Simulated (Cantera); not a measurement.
What does this Cantera script print?

```python
import numpy as np
import cantera as ct

gas = ct.Solution("h2o2.yaml")
gas.TPX = 1200, 630, {'H2': 0.031, 'O2': 1}
reactor = ct.IdealGasConstPressureReactor(gas, energy="off", clone=False)
net = ct.ReactorNet([reactor])
net.rtol, net.atol = 1e-08, 1e-18
show = ['H2', 'O2', 'H2O2', 'OH', 'HO2', 'O']
times = np.geomspace(4e-05, 30, 11)

steps = ct.SolutionArray(gas, extra=["t"])
rows = []
print(f"{'t/s':>10s}{'T/K':>9s}{'P/Pa':>11s}" + "".join(f"{s:>11s}" for s in show))
for t in times:
    while net.time < t:
        t_next = net.step()
        steps.append(gas.state, t=t_next)
    rows.append([np.interp(t, steps.t, y) for y in (steps.T, steps.P, *steps(*show).X.T)])
    print(f"{t:10.3e}{rows[-1][0]:9.1f}{rows[-1][1]:11.4g}" + "".join(f"{x:11.3e}" for x in rows[-1][2:]))
rate = np.gradient(steps.T, steps.t)
print("integrator steps:", len(steps.t))
if steps.T.max() > steps.T[0] + 200:
    print(f"time of steepest temperature rise: {steps.t[rate.argmax()]:.4e} s")
gas.TPX = 1200, 630, {'H2': 0.031, 'O2': 1}
gas.equilibrate("TP")
print(f"equilibrium (TP): T = {gas.T:.1f} K  " + "  ".join(f"{s} {gas[s].X[0]:.3e}" for s in show))
```

Output:

```
       t/s      T/K       P/Pa         H2         O2       H2O2         OH        HO2          O
 4.000e-05   1200.0        630  3.007e-02  9.699e-01  1.165e-14  9.329e-11  5.064e-10  9.602e-11
 1.547e-04   1200.0        630  3.007e-02  9.699e-01  1.741e-13  9.449e-10  1.960e-09  1.053e-09
 5.985e-04   1200.0        630  3.007e-02  9.699e-01  2.595e-12  8.247e-09  7.588e-09  1.110e-08
 2.315e-03   1200.0        630  3.007e-02  9.699e-01  3.865e-11  5.246e-07  3.053e-08  7.776e-07
 8.955e-03   1200.0        630  2.224e-03  9.472e-01  6.716e-08  3.678e-03  1.390e-06  1.851e-02
 3.464e-02   1200.0        630  3.137e-04  9.464e-01  2.514e-08  2.119e-03  1.084e-06  2.096e-02
 1.340e-01   1200.0        630  2.289e-04  9.530e-01  2.537e-08  1.815e-03  9.767e-07  1.491e-02
 5.183e-01   1200.0        630  8.634e-05  9.634e-01  2.313e-08  1.120e-03  6.603e-07  5.435e-03
 2.005e+00   1200.0        630  1.254e-05  9.685e-01  1.357e-08  4.285e-04  2.335e-07  7.787e-04
 7.756e+00   1200.0        630  1.215e-06  9.693e-01  4.285e-09  1.339e-04  4.401e-08  7.550e-05
 3.000e+01   1200.0        630  1.421e-07  9.694e-01  9.595e-10  4.591e-05  8.048e-09  8.855e-06
integrator steps: 1481
equilibrium (TP): T = 1200.0 K  H2 4.996e-09  O2 9.695e-01  H2O2 5.715e-11  OH 8.631e-06  HO2 6.574e-09  O 3.129e-07
```

Computed with Cantera and the H2/O2 subset of GRI-Mech 3.0, which has no nitrogen chemistry. Radical loss at walls, strong at low pressure, is not modelled.
